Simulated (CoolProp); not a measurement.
Vapour-liquid equilibrium of methanol (1) + benzene (2) at 476.2 K; x and y are mole fractions of (1).

Model: multi-fluid Helmholtz-energy mixture model, de Reuck 1993 and Thol 2012; pair parameters Bell 2016, in CoolProp.

| x | bubble pressure (MPa) | y at the bubble point | dew pressure at overall composition x (MPa) | liquid density (mol/L) |
|---|---|---|---|---|
| 0.05 | 1.882 | 0.182 | 1.598 | 8.490 |
| 0.15 | 2.445 | 0.370 | 1.807 | 8.782 |
| 0.25 | 2.852 | 0.472 | 2.062 | 9.122 |
| 0.35 | 3.162 | 0.543 | 2.376 | 9.532 |
| 0.45 | 3.416 | 0.603 | 2.759 | 10.04 |
| 0.55 | 3.635 | 0.662 | 3.192 | 10.69 |
| 0.65 | 3.826 | 0.725 | 3.593 | 11.54 |
| 0.75 | 3.988 | 0.794 | 3.891 | 12.65 |
| 0.85 | 4.120 | 0.871 | 4.089 | 14.06 |
| 0.95 | 4.222 | 0.955 | 4.216 | 15.84 |

No azeotrope shows between x = 0.05 and 0.95.

Pair parameters are fitted to limited data, so mixtures are less certain than the pure fluids.
